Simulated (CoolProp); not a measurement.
Vapour-liquid equilibrium of R134a (1) + R227EA (2) at 0.101 MPa; x and y are mole fractions of (1).

The numbers come from the multi-fluid Helmholtz-energy mixture model, Tillner-Roth 1994 and Lemmon 2016; pair parameters Bell 2016 in CoolProp.

Give the bubble temperature and the first vapour's composition at x = 0.2, 0.875, 0.95. Is there an azeotrope?

x = 0.2: 253.6 K, y = 0.294; x = 0.875: 247.6 K, y = 0.902; x = 0.95: 247.2 K, y = 0.960. No azeotrope shows between x = 0.05 and 0.95.

The pair parameters rest on a limited set of measurements; away from them the model extrapolates.
